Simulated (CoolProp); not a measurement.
Vapour-liquid equilibrium of p-xylene (1) + n-undecane (2) at 434.3 K; x and y are mole fractions of (1).

Values from CoolProp's multi-fluid Helmholtz-energy mixture model, Zhou 2012 and Aleksandrov 2011; pair parameters Bell 2016.

| x | bubble pressure (bar) | y at the bubble point | dew pressure at overall composition x (bar) | liquid density (mol/L) |
|---|---|---|---|---|
| 0.05 | 0.4613 | 0.175 | 0.4145 | 4.119 |
| 0.125 | 0.5574 | 0.366 | 0.4414 | 4.263 |
| 0.2 | 0.6554 | 0.504 | 0.4720 | 4.415 |
| 0.275 | 0.7551 | 0.607 | 0.5071 | 4.577 |
| 0.35 | 0.8566 | 0.688 | 0.5478 | 4.749 |
| 0.425 | 0.9598 | 0.752 | 0.5956 | 4.932 |
| 0.5 | 1.065 | 0.805 | 0.6524 | 5.128 |
| 0.575 | 1.171 | 0.849 | 0.7211 | 5.338 |
| 0.65 | 1.279 | 0.885 | 0.8061 | 5.563 |
| 0.725 | 1.388 | 0.917 | 0.9136 | 5.805 |
| 0.8 | 1.499 | 0.944 | 1.054 | 6.066 |
| 0.875 | 1.611 | 0.967 | 1.246 | 6.348 |
| 0.95 | 1.723 | 0.988 | 1.526 | 6.655 |

No azeotrope shows between x = 0.05 and 0.95.

The pair parameters rest on a limited set of measurements; away from them the model extrapolates.
